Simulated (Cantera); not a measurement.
## Low-pressure radical oxidation in H2/O2

A perfectly stirred reactor is fed with 5.93 % H₂, 94.1 % O₂, equivalence ratio 0.032, at 2100 Pa; it is held at 1325 K, and followed from long to short residence time.

Detailed kinetics in Cantera: the H2/O2 subset of GRI-Mech 3.0, which has no nitrogen chemistry. Radical loss at walls, strong at low pressure, is not modelled. The temperature is held fixed by assumption; the heat of reaction is taken as removed at once.

```tsv
τ (s)	x H₂	x O₂	x OH	x HO₂	x O	x H₂O
3.8	5.54e-5	0.937	0.00102	8.02e-7	0.00111	0.0604
1.6	9.53e-5	0.936	0.00135	1.17e-6	0.00195	0.0602
0.69	0.000160	0.935	0.00177	1.62e-6	0.00336	0.0598
0.30	0.000265	0.932	0.00229	2.14e-6	0.00564	0.0592
0.13	0.000430	0.928	0.00294	2.71e-6	0.00924	0.0583
0.054	0.000698	0.922	0.00372	3.29e-6	0.0147	0.0569
0.023	0.00108	0.914	0.00453	3.76e-6	0.0214	0.0550
0.010	0.00164	0.907	0.00529	4.11e-6	0.0277	0.0528
0.0043	0.00259	0.902	0.00605	4.36e-6	0.0319	0.0503
0.0018	0.00447	0.900	0.00693	4.55e-6	0.0328	0.0471
```
x: mole fraction; the columns are a selection and need not sum to one.
